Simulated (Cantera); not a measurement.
**TiO2 + CH4 + CO (carbothermic reduction)**

Input: 1 mol TiO2, a varied amount of CH4, 0.014 mol CO, equilibrated at 1098.15 K and 0.460 bar.

Method: chemical equilibrium by Gibbs-energy minimisation in Cantera with the NASA 1993 tables (ideal gas, pure condensed phases). Candidate condensed phases: C, C6H6, C7H8, C8H18, H2O, Ti, TiC, TiO, TiO2, Ti2O3, Ti3O5, Ti4O7; 113 gas species. Mutual solubility and eutectic melting of coexisting phases are not modelled. Condensed phases not in the tables: Magnéli phases beyond Ti4O7. The numbers say what is thermodynamically allowed, not how fast it happens.

| n(CH4) (mol) | log p H2 | log p CO | log p CH4 | log p H2O | log p CO2 | log p C2H4 | log p C2H6 | log p H | n C(graphite) | n TiO2(rutile) | n Ti4O7(s) |
|---|---|---|---|---|---|---|---|---|---|---|---|
| 0.31 | -0.35 | -2.00 | -2.15 | -3.40 | -5.05 | -6.76 | -7.35 | -7.78 | 0.301 | 1.00 | 0 |
| 0.68 | -0.35 | -2.34 | -2.14 | -3.73 | -5.72 | -6.75 | -7.33 | -7.78 | 0.659 | 1.00 | 0 |
| 1.1 | -0.35 | -2.47 | -2.13 | -3.86 | -5.99 | -6.75 | -7.33 | -7.78 | 1.06 | 0.990 | 0.00257 |
| 1.4 | -0.35 | -2.47 | -2.13 | -3.86 | -5.99 | -6.75 | -7.33 | -7.78 | 1.35 | 0.972 | 0.00709 |
| 1.8 | -0.35 | -2.47 | -2.13 | -3.86 | -5.99 | -6.75 | -7.33 | -7.78 | 1.73 | 0.948 | 0.0131 |
| 2.2 | -0.35 | -2.47 | -2.13 | -3.86 | -5.99 | -6.75 | -7.33 | -7.78 | 2.11 | 0.923 | 0.0191 |
| 2.6 | -0.35 | -2.47 | -2.13 | -3.86 | -5.99 | -6.75 | -7.33 | -7.78 | 2.49 | 0.899 | 0.0252 |
log p: log10 of the partial pressure in bar; n: condensed amount in mol.

From 0.31 mol CH4 to 0.68 mol CH4 the condensed part is C(graphite) + TiO2(rutile). From 1.1 mol CH4 to 2.6 mol CH4 the condensed part is C(graphite) + TiO2(rutile) + Ti4O7(s).
